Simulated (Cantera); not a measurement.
# Thermodynamics of abatement and gas-phase synthesis, feed NF3 + H2

Input: 1 mol NF3, 0.25 mol H2, held at 34.0 mbar.

Method: chemical equilibrium by Gibbs-energy minimisation in Cantera with the NASA 1993 tables (ideal gas, pure condensed phases). Equilibrium is a limit: real reactors are often held back by kinetics, nucleation or transport.

```tsv
T (°C)	x F	x F2	x HF	x N2	x NF3	x H	x N	x H2
625	0.117	0.454	0.212	0.206	0.0113	<1e-12	<1e-12	<1e-12
825	0.512	0.157	0.165	0.165	8.84e-5	<1e-12	<1e-12	<1e-12
1025	0.692	0.0175	0.145	0.145	3.58e-7	<1e-12	<1e-12	<1e-12
1225	0.711	0.00236	0.143	0.143	3.70e-9	<1e-12	<1e-12	<1e-12
1425	0.714	0.000487	0.143	0.143	1.08e-10	1.19e-11	1.10e-11	<1e-12
1625	0.714	0.000139	0.143	0.143	6.62e-12	9.55e-10	3.92e-10	<1e-12
1825	0.714	5.03e-5	0.143	0.143	<1e-12	3.35e-8	7.13e-9	4.02e-12
2025	0.714	2.16e-5	0.143	0.143	<1e-12	6.36e-7	7.83e-8	1.50e-10
2225	0.714	1.06e-5	0.143	0.143	<1e-12	7.59e-6	5.88e-7	3.16e-9
2425	0.714	5.78e-6	0.143	0.143	<1e-12	6.30e-5	3.28e-6	4.24e-8
2625	0.714	3.41e-6	0.142	0.143	<1e-12	0.000391	1.44e-5	3.98e-7
2825	0.715	2.16e-6	0.141	0.143	<1e-12	0.00190	5.26e-5	2.75e-6
3025	0.716	1.44e-6	0.134	0.142	<1e-12	0.00738	0.000163	1.40e-5
```
x: gas mole fraction; nothing condenses.

From 625 °C to 3025 °C nothing is condensed.
